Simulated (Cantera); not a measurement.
# Catalytic combustion on Pt

An isothermal plug-flow reactor at 1073 K and 975 Torr (inlet), inlet velocity 0.5 m/s, active area per volume 550 1/m; feed 2.73 % CH4, 1.43 % O2, 93.9 % N2, 1.90 % H2O, equivalence ratio 3.8.

Model: Deutschmann's 1995 Pt surface mechanism with GRI-Mech 3.0 gas chemistry, integrated in Cantera. Catalytic surfaces can have several steady states; this one follows from the mechanism file's or the stated starting coverage. Mass transfer to the wall is taken as infinitely fast.

| z (m) | x CH4 | x O2 | x H2O | x CO2 | x CO | θ free Pt | θ H* | θ CO* | θ C* |
|---|---|---|---|---|---|---|---|---|---|
| 0.00088 | 0.0165 | 0.00242 | 0.0316 | 5.99e-5 | 0.0106 | 0.236 | 0.00291 | 0.0160 | 0.745 |
| 0.0016 | 0.0155 | 0.00185 | 0.0318 | 6.00e-5 | 0.0114 | 0.165 | 0.00262 | 0.00843 | 0.824 |
| 0.0028 | 0.0149 | 0.00148 | 0.0319 | 6.00e-5 | 0.0121 | 0.118 | 0.00233 | 0.00454 | 0.875 |
| 0.0049 | 0.0144 | 0.00121 | 0.0319 | 5.99e-5 | 0.0126 | 0.0848 | 0.00205 | 0.00244 | 0.911 |
| 0.0088 | 0.0140 | 0.000999 | 0.0319 | 5.99e-5 | 0.0130 | 0.0604 | 0.00178 | 0.00128 | 0.937 |
| 0.016 | 0.0136 | 0.000837 | 0.0318 | 5.99e-5 | 0.0133 | 0.0429 | 0.00154 | 0.000659 | 0.955 |
| 0.028 | 0.0134 | 0.000718 | 0.0318 | 5.99e-5 | 0.0135 | 0.0312 | 0.00134 | 0.000356 | 0.967 |
| 0.049 | 0.0131 | 0.000623 | 0.0318 | 5.98e-5 | 0.0138 | 0.0228 | 0.00116 | 0.000193 | 0.976 |
| 0.088 | 0.0130 | 0.000542 | 0.0317 | 5.98e-5 | 0.0139 | 0.0164 | 0.00100 | 0.000101 | 0.982 |
x: gas mole fraction; θ: surface coverage.
